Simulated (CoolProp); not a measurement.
Water along the isobar 14.8 MPa: fugacity coefficient from the reference equation and from simpler models built on Tc = 647.1 K, pc = 22.06 MPa, ω = 0.344; each cubic takes its own stable root.

Computed with CoolProp (reference Helmholtz-energy equation of state, Wagner 2002).

```csv
T (K),phase,reference,Redlich-Kwong,Soave-Redlich-Kwong,Peng-Robinson
289.1,liquid,0.0001367,0.0007086,0.0001014,0.0001155
296.5,liquid,0.0002158,0.001064,0.0001653,0.0001856
303.9,liquid,0.0003323,0.001557,0.0002620,0.0002906
311.3,liquid,0.0004997,0.002226,0.0004048,0.0004439
318.7,liquid,0.0007355,0.003116,0.0006108,0.0006627
326.1,liquid,0.001061,0.004276,0.0009016,0.0009686
333.5,liquid,0.001502,0.005761,0.001304,0.001388
340.9,liquid,0.002089,0.007634,0.001850,0.001953
348.3,liquid,0.002859,0.009960,0.002579,0.002702
355.7,liquid,0.003854,0.01281,0.003536,0.003678
363.1,liquid,0.005121,0.01625,0.004772,0.004931
370.5,liquid,0.006715,0.02036,0.006349,0.006520
377.9,liquid,0.008695,0.02522,0.008331,0.008509
385.3,liquid,0.01113,0.03089,0.01079,0.01097
392.7,liquid,0.01408,0.03746,0.01381,0.01397
```
